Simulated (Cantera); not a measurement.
## Equilibrium for aluminium nitride and oxide growth: AlCl3 + HCl + N2 + N2O

A closed system holds: 1 mol AlCl3, 4.4 mol HCl, 14 mol N2, 2.7 mol N2O, at 19.0 Pa.

Equilibrium computed with Cantera from the NASA thermochemical tables; the gas is ideal and each condensed phase is pure. Candidate condensed phases: Al, AlCl3, AlN, Al2O3, H2O, NH4Cl; 45 gas species. Condensed phases not in the tables: AlOCl. Equilibrium is a limit: real reactors are often held back by kinetics, nucleation or transport.

```tsv
T (K)	x N2	x HCl	x Cl	x Cl2	x O2	x H2O	x O	n Al2O3(s)
975	0.718	0.188	0.00481	0.0626	0.0255	0.000506	8.37e-10	0.500
1075	0.713	0.187	0.0188	0.0550	0.0255	0.000289	1.52e-8	0.500
1175	0.702	0.184	0.0510	0.0377	0.0251	0.000230	1.68e-7	0.500
1275	0.687	0.180	0.0915	0.0163	0.0245	0.000313	1.27e-6	0.500
1375	0.679	0.177	0.114	0.00455	0.0239	0.000712	7.14e-6	0.500
1475	0.676	0.174	0.123	0.00118	0.0232	0.00183	3.17e-5	0.500
1575	0.675	0.169	0.129	0.000353	0.0218	0.00410	0.000115	0.500
1675	0.673	0.162	0.136	0.000125	0.0196	0.00760	0.000347	0.500
1775	0.671	0.151	0.146	5.14e-5	0.0168	0.0118	0.000900	0.500
1875	0.667	0.139	0.157	2.37e-5	0.0136	0.0157	0.00204	0.500
```
x: gas mole fraction; n: condensed amount in mol.

From 975 K to 1875 K the condensed part is Al2O3(s). The main Al-bearing gas is AlCl3 at 975 K and AlOCl at 1875 K.
